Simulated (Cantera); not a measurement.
A Cantera script and its output.

```python
import numpy as np
import cantera as ct

gas = ct.Solution("gri30.yaml")
gas.TPX = 425, 84000, {'C3H8': 1, 'O2': 6.85, 'N2': 20.5}
flame = ct.FreeFlame(gas, width=0.045)
flame.set_refine_criteria(ratio=3, slope=0.08, curve=0.16)
flame.transport_model = "mixture-averaged"
flame.solve(loglevel=0, auto=True)
z, T = flame.grid, flame.T
thick = (T[-1] - T[0]) / np.gradient(T, z).max()
show = ['C3H8', 'O2', 'H', 'C2H', 'N2O', 'H2O']
print(f"laminar burning velocity  {flame.velocity[0] * 100:.3f} cm/s")
print(f"burnt temperature         {T[-1]:.1f} K")
print(f"thermal thickness         {thick * 1e3:.4f} mm")
print(f"grid points               {len(z)}")
z0 = z[flame.heat_release_rate.argmax()]
print(f"{'z/mm':>9s}{'T/K':>9s}{'u/(m/s)':>9s}" + "".join(f"{s:>11s}" for s in show))
rows = []
for k in (-3, -2, -1.5, -1, -0.5, -0.25, 0, 0.25, 0.5, 1, 2, 4, 8):
    zz = z0 + k * thick
    rows.append([k * thick, np.interp(zz, z, T), np.interp(zz, z, flame.velocity),
                 *(np.interp(zz, z, flame.X[gas.species_index(s)]) for s in show)])
    print(f"{rows[-1][0] * 1e3:9.3f}{rows[-1][1]:9.1f}{rows[-1][2]:9.3f}" + "".join(f"{x:11.3e}" for x in rows[-1][3:]))
```

Result:

```
laminar burning velocity  92.016 cm/s
burnt temperature         2237.6 K
thermal thickness         0.3343 mm
grid points               152
     z/mm      T/K  u/(m/s)       C3H8         O2          H        C2H        N2O        H2O
   -1.003    425.1    0.921  3.526e-02  2.415e-01  8.188e-17  1.809e-29  1.468e-13  1.183e-05
   -0.669    426.1    0.924  3.523e-02  2.412e-01  3.402e-13  2.391e-24  5.585e-12  2.027e-04
   -0.501    430.0    0.934  3.518e-02  2.406e-01  9.731e-12  1.337e-22  3.109e-11  8.054e-04
   -0.334    465.1    1.014  3.486e-02  2.368e-01  1.079e-08  1.115e-18  4.185e-10  5.326e-03
   -0.167    778.7    1.735  2.811e-02  2.062e-01  3.500e-05  2.493e-12  7.731e-09  3.596e-02
   -0.084   1183.2    2.706  1.222e-02  1.646e-01  5.060e-04  5.387e-09  2.495e-08  6.997e-02
    0.000   1581.6    3.690  7.031e-04  1.182e-01  2.633e-03  4.857e-07  6.248e-08  1.021e-01
    0.084   1749.2    4.089  1.909e-06  9.189e-02  5.019e-03  3.830e-07  1.195e-07  1.160e-01
    0.167   1804.4    4.202  1.422e-09  8.123e-02  6.221e-03  2.497e-08  1.668e-07  1.190e-01
    0.334   1872.6    4.329  5.275e-15  7.349e-02  6.538e-03  4.107e-11  2.034e-07  1.192e-01
    0.669   1960.4    4.499  2.033e-22  6.871e-02  5.193e-03  1.409e-15  2.223e-07  1.207e-01
    1.337   2055.0    4.687  6.938e-34  6.591e-02  3.014e-03  6.315e-22  2.577e-07  1.249e-01
    2.675   2139.6    4.853  1.565e-47  6.380e-02  1.379e-03  3.465e-25  3.073e-07  1.293e-01
```

Detailed kinetics in Cantera: GRI-Mech 3.0 (53 species, 325 reactions). GRI-Mech 3.0 was tuned for natural gas; its chemistry of propane as a main component is partial and can be far from experiment. Burning velocities carry a grid error of a few per cent, more on coarse grids.
